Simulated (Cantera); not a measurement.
Input: 1 mol Mg(OH)2, 0.55 mol H2, 1.7 mol CO2, equilibrated at 800 °C and 420 Pa.

Cantera equilibrium calculation (NASA polynomials, part measured and part estimated; ideal gas, pure solids and liquids). Candidate condensed phases: C, C6H6, C7H8, C8H18, H2O, Mg, MgCO3, MgO, Mg(OH)2; 116 gas species. Rates play no part.

Base state: CO2 0.437, H2O 0.393, CO 0.0857, H2 0.0835 (mole fractions); condensed: MgO(s).

### Question
What changes in the equilibrium state with this change: temperature from 800 °C to 1352 °C?

### Answer
```csv
species,before,after
H2O,0.393,0.433
CO2,0.437,0.398
CO,0.0857,0.125
H2,0.0835,0.0439
OH,1.10e-9,9.47e-5
H,6.25e-8,0.000228
"MgO(s), mol",1.00,1.000
```
